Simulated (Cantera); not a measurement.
A perfectly stirred reactor is fed with 25.4 % H2, 29.9 % O2, 44.8 % N2, at 100.0 Torr; it is held at 1400 K, and followed from long to short residence time.

Detailed kinetics in Cantera: the H2/O2 subset of GRI-Mech 3.0, which has no nitrogen chemistry. The temperature is held fixed by assumption; the heat of reaction is taken as removed at once.

One state of this run: x H2 = 0.00852; x O2 = 0.193; x OH = 0.00757; x H2O = 0.269; x H = 0.00914; x H2O2 = 1.55e-6; x O = 0.00942. x: mole fraction; the columns are a selection and need not sum to one.

Task: Which value of τ (s) does it belong to?
A) 0.00027
B) 0.23
C) 0.0034
D) 0.53

Result: C, 0.0034
